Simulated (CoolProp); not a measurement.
Vapour-liquid equilibrium of CHF3 (R23) (1) + R134a (2) at 0.733 MPa; x and y are mole fractions of (1).

The numbers come from the multi-fluid Helmholtz-energy mixture model, Penoncello 2003 and Tillner-Roth 1994; pair parameters Bell 2016 in CoolProp.

```
x     bubble temperature (K)  y at the bubble point  dew temperature at overall composition x (K)  liquid density (mol/L)
----  ----------------------  ---------------------  --------------------------------------------  ----------------------
0.05                   294.7                      …                                         299.8                   12.07
0.2                    277.7                      …                                         294.5                   13.13
0.35                   264.7                  0.776                                         288.6                   14.11
0.5                        …                  0.879                                             …                   15.05
0.65                   247.0                  0.938                                         273.6                   15.97
0.8                        …                  0.973                                         262.7                       …
0.95                   235.7                  0.995                                         245.0                   17.78
```

**Question.** Some entries are withheld; supply them.

**Answer.** 
- 0.05, y at the bubble point: 0.195
- 0.2, y at the bubble point: 0.580
- 0.5, bubble temperature (K): 254.8
- 0.5, dew temperature at overall composition x (K): 281.8
- 0.8, bubble temperature (K): 240.8
- 0.8, liquid density (mol/L): 16.88

No azeotrope shows between x = 0.05 and 0.95.

The pair parameters rest on a limited set of measurements; away from them the model extrapolates.
